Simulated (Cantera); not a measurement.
## NO annealing gas

An isothermal, constant-pressure homogeneous reactor starts with 13.3 % NO, 86.7 % N₂, at 1725 K and 0.270 bar.

Cantera simulation using GRI-Mech 3.0 (53 species, 325 reactions); the numbers are that mechanism's predictions, not measurements.

| t (s) | x NO | x N₂ | x N₂O | x O | x NO₂ | x O₂ |
|---|---|---|---|---|---|---|
| 9.00e-5 | 0.133 | 0.867 | 4.94e-8 | 4.68e-8 | 2.91e-9 | 2.52e-11 |
| 0.000588 | 0.133 | 0.867 | 3.17e-7 | 2.34e-7 | 9.73e-8 | 9.25e-10 |
| 0.00385 | 0.133 | 0.867 | 1.83e-6 | 7.92e-7 | 1.59e-6 | 3.43e-8 |
| 0.0251 | 0.133 | 0.867 | 5.99e-6 | 3.45e-6 | 1.19e-5 | 3.77e-6 |
| 0.164 | 0.133 | 0.867 | 6.89e-6 | 4.50e-6 | 1.62e-5 | 8.40e-5 |
| 1.07 | 0.132 | 0.867 | 6.77e-6 | 5.21e-6 | 1.89e-5 | 0.000627 |
| 7.02 | 0.125 | 0.871 | 6.04e-6 | 8.44e-6 | 3.00e-5 | 0.00411 |
| 45.9 | 0.0887 | 0.889 | 3.01e-6 | 1.72e-5 | 4.48e-5 | 0.0223 |
| 300 | 0.0183 | 0.924 | 1.82e-7 | 2.70e-5 | 1.47e-5 | 0.0575 |
x: mole fraction; the columns are a selection and need not sum to one.

Equilibrium at this temperature and pressure: NO 0.00195, N₂ 0.932, N₂O 6.40e-8, O 2.88e-5, NO₂ 1.67e-6, O₂ 0.0657 (gas phase only).
